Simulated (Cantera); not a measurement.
**N2O furnace oxynitridation**

A perfectly stirred reactor is fed with 100 % N2O, at 101000 Pa; it is held at 1148 K, and followed from long to short residence time.

Computed with Cantera and GRI-Mech 3.0 (53 species, 325 reactions). GRI-Mech 3.0 was tuned for natural gas; its chemistry of N2O as a main component is partial and can be far from experiment. The mechanism lacks the step 2 NO + O2 → 2 NO2, which can matter for NO2 below about 1400 K. The temperature is held fixed by assumption; the heat of reaction is taken as removed at once.

```json
[
 {"τ (s)": "1.6", "x N2O": "0.684", "x O": "6.19e-7", "x NO2": "0.000199", "x NO": "0.0161", "x O2": "0.0972"},
 {"τ (s)": "0.55", "x N2O": "0.857", "x O": "6.88e-7", "x NO2": "9.19e-5", "x NO": "0.00773", "x O2": "0.0438"},
 {"τ (s)": "0.18", "x N2O": "0.947", "x O": "7.20e-7", "x NO2": "3.15e-5", "x NO": "0.00293", "x O2": "0.0162"},
 {"τ (s)": "0.060", "x N2O": "0.982", "x O": "7.32e-7", "x NO2": "8.66e-6", "x NO": "0.00103", "x O2": "0.00562"},
 {"τ (s)": "0.020", "x N2O": "0.994", "x O": "7.35e-7", "x NO2": "1.78e-6", "x NO": "0.000351", "x O2": "0.00190"},
 {"τ (s)": "0.0067", "x N2O": "0.998", "x O": "7.36e-7", "x NO2": "2.75e-7", "x NO": "0.000118", "x O2": "0.000640"},
 {"τ (s)": "0.0022", "x N2O": "0.999", "x O": "7.34e-7", "x NO2": "3.39e-8", "x NO": "3.89e-5", "x O2": "0.000210"}
]
```
x: mole fraction; the columns are a selection and need not sum to one.
